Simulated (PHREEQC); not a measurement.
Make-up at 49 °C: 1.2 mol KHCO3 and 0.12 mol NaOH per kg of water. Closed to the air; pH follows from the charge balance.

The numbers come from PHREEQC with the ion-association model, phreeqc.dat.

```json
[
 {"quantity": "pH", "before": "8.46", "after": "9.45"},
 {"quantity": "ionic strength (mol/kgw)", "before": "1.35", "after": "0.368"},
 {"quantity": "Na+ (mol/kgw)", "before": "0.0660", "after": "0.0631"}
]
```

### Question
What was changed between the two runs?
A) KHCO3 left out
B) KHCO3 from 1.2 to 1.08 mol/kgw
C) temperature from 49 to 80 °C
D) temperature from 49 to 20 °C
E) KHCO3 from 1.2 to 0.24 mol/kgw

### Answer
E, KHCO3 from 1.2 to 0.24 mol/kgw

This is a speciation only: nothing precipitates in the calculation. The ionic strength passes 0.7 mol/kgw, the rough limit of the ion-association models, in before. Away from 25 °C the constants follow the database's enthalpies or fits; those with neither stay at their 25 °C values.
